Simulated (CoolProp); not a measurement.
Hexamethyldisiloxane (MM) at 359.64 K and 1.73 MPa is throttled through a valve to 0.795 MPa with no heat exchange. Each further row changes one setting.

Model: reference Helmholtz-energy equation of state, Thol 2016, in CoolProp.

| case | temperature change (K) | final density (kg/m³) |
|---|---|---|
| as stated | +0.3 | 693 |
| outlet pressure 0.238 MPa | +0.4 | 692 |
| outlet pressure 1.03 MPa | +0.2 | 694 |
